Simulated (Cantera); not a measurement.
A perfectly stirred reactor is fed with H2 : O2 : N2 = 1 : 0.385 : 1.45 (molar parts), equivalence ratio 1.3, at 1.01 bar; it is adiabatic with a 400 K inlet, and is followed from long to short residence time, starting on the burning branch (τ in s: 0.2, 0.07, 0.025, 0.0089, 0.0032, 0.0011, 0.0004, 0.00014, 5.1e-05).

Computed with Cantera and GRI-Mech 3.0 (53 species, 325 reactions).

x: mole fraction; the columns are a selection and need not sum to one.

| τ (s) | T (K) | x H2 | x O2 | x N2O | x H2O | x HO2 | x O |
|---|---|---|---|---|---|---|---|
| 0.20 | 2386 | 0.0933 | 0.000158 | 1.92e-8 | 0.309 | 8.95e-8 | 0.000109 |
| 0.070 | 2379 | 0.0932 | 0.000210 | 1.89e-8 | 0.308 | 1.20e-7 | 0.000139 |
| 0.025 | 2364 | 0.0930 | … | 1.84e-8 | 0.307 | … | … |
| 0.0089 | 2332 | 0.0927 | 0.000656 | 1.82e-8 | 0.304 | 4.02e-7 | 0.000413 |
| 0.0032 | 2276 | 0.0925 | 0.00134 | 1.87e-8 | 0.299 | 8.24e-7 | 0.000860 |
| 0.0011 | 2182 | 0.0925 | … | … | 0.290 | … | … |
| 0.00040 | 2051 | 0.0925 | 0.00502 | 2.29e-8 | 0.279 | 3.15e-6 | 0.00334 |
| 0.00014 | 1874 | 0.0921 | 0.00856 | 2.54e-8 | 0.265 | 5.99e-6 | 0.00542 |
| 5.1e-5 | 1673 | 0.0931 | 0.0139 | 2.61e-8 | 0.250 | 1.15e-5 | 0.00725 |

What belongs in the gaps?


- 0.025, x O2: 0.000342
- 0.025, x HO2: 2.02e-7
- 0.025, x O: 0.000217
- 0.0011, x O2: 0.00275
- 0.0011, x N2O: 2.03e-8
- 0.0011, x HO2: 1.67e-6
- 0.0011, x O: 0.00181
